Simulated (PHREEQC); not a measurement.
Make-up at 85 °C: 0.0041 mol/kgw CuSO4 and 0.0036 mol/kgw HBF4. Closed to the air; pH follows from the charge balance.

Equilibrium calculation in PHREEQC: ion-association model, wateq4f.dat.

This is a speciation only: nothing precipitates in the calculation.

Task: Order these Cu species by the share of Cu that they hold, largest first: CuSO4, Cu+2, CuF+.

Result: Cu+2 (80 %), CuSO4 (19 %), CuF+ (1.6 %)

Task: Order these B species by the share of B that they hold, largest first: BF4-, BF2(OH)2-, BF3OH-, H3BO3.

Result: H3BO3 (58 %), BF4- (30 %), BF2(OH)2- (7.2 %), BF3OH- (5.0 %)

The pH is 2.82 and the ionic strength 0.0139 mol/kgw. Species that the database lacks are ignored. Away from 25 °C the constants follow the database's enthalpies or fits; those with neither stay at their 25 °C values. Real BF4- forms and hydrolyses slowly; the run takes it at equilibrium.
